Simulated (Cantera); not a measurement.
**Stirred combustor or abatement burner**

A perfectly stirred reactor is fed with 4.17 % CH4, 1.13 % C2H6, 0.329 % C3H8, 14.8 % O2, 69.6 % N2, 10.0 % CO2, equivalence ratio 0.94, at 10.0 bar; it is adiabatic with a 525 K inlet, and is followed from long to short residence time, starting on the burning branch (τ in s: 0.25, 0.093, 0.034, 0.013, 0.0047, 0.0017, 0.00065, 0.00024, 8.9e-05, 3.3e-05, 1.2e-05, 4.5e-06).

Computed with Cantera and GRI-Mech 3.0 (53 species, 325 reactions).

```tsv
τ (s)	T (K)	x CH4	x C2H6	x C3H8	x O2	x OH	x H2
0.25	1956	9.98e-7	3.00e-8	7.35e-9	0.00888	0.000520	0.000119
0.093	1954	2.30e-6	7.59e-8	1.90e-8	0.00905	0.000574	0.000157
0.034	1949	4.97e-6	1.88e-7	4.84e-8	0.00934	0.000673	0.000236
0.013	1942	9.86e-6	4.31e-7	1.15e-7	0.00984	0.000813	0.000372
0.0047	1928	2.02e-5	1.01e-6	2.77e-7	0.0107	0.00100	0.000608
0.0017	1907	4.26e-5	2.36e-6	6.56e-7	0.0122	0.00122	0.000975
0.00065	1876	9.18e-5	5.39e-6	1.49e-6	0.0143	0.00141	0.00148
0.00024	1825	0.000242	1.43e-5	3.81e-6	0.0181	0.00142	0.00226
8.9e-5	525	0.0417	0.0113	0.00329	0.148	<1e-12	<1e-12
3.3e-5	525	0.0417	0.0113	0.00329	0.148	<1e-12	<1e-12
1.2e-5	525	0.0417	0.0113	0.00329	0.148	<1e-12	<1e-12
4.5e-6	525	0.0417	0.0113	0.00329	0.148	<1e-12	<1e-12
```
x: mole fraction; the columns are a selection and need not sum to one.
